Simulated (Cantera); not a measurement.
An adiabatic, constant-pressure homogeneous reactor starts with 5.62 % CH4, 7.87 % CO, 7.25 % O2, 79.3 % N2, equivalence ratio 2.1, at 1375 K and 0.450 bar.

Cantera simulation using GRI-Mech 3.0 (53 species, 325 reactions); the numbers are that mechanism's predictions, not measurements.

x: mole fraction; the columns are a selection and need not sum to one.

```csv
t (s),T (K),x CH4,x CO,x O2,x H2O2,x HO2,x HCN
3.00e-6,1375,0.0562,0.0787,0.0725,4.67e-12,4.41e-9,<1e-12
9.17e-6,1375,0.0562,0.0787,0.0725,4.09e-11,1.31e-8,<1e-12
2.80e-5,1375,0.0562,0.0787,0.0725,3.16e-10,3.69e-8,<1e-12
8.57e-5,1375,0.0562,0.0787,0.0725,1.71e-9,8.85e-8,<1e-12
0.000262,1375,0.0562,0.0787,0.0725,4.36e-9,1.48e-7,<1e-12
0.000801,1375,0.0562,0.0787,0.0725,5.20e-9,1.65e-7,<1e-12
0.00245,1375,0.0562,0.0787,0.0725,6.97e-9,2.20e-7,<1e-12
0.00749,1376,0.0559,0.0787,0.0723,[?],[?],<1e-12
0.0229,1390,0.0534,0.0788,0.0706,1.59e-7,3.83e-6,<1e-12
0.0700,2007,<1e-12,0.103,1.06e-6,1.35e-10,2.41e-10,1.03e-8
0.214,2010,1.87e-12,0.103,3.15e-7,4.26e-11,7.95e-11,[?]
0.654,2010,1.81e-12,0.103,3.12e-7,4.22e-11,7.88e-11,4.40e-8
2.00,2010,1.75e-12,0.103,3.12e-7,4.22e-11,7.88e-11,2.58e-8
```

Complete the blanks.


- 0.00749, x H2O2: 2.28e-8
- 0.00749, x HO2: 6.72e-7
- 0.214, x HCN: 5.79e-8
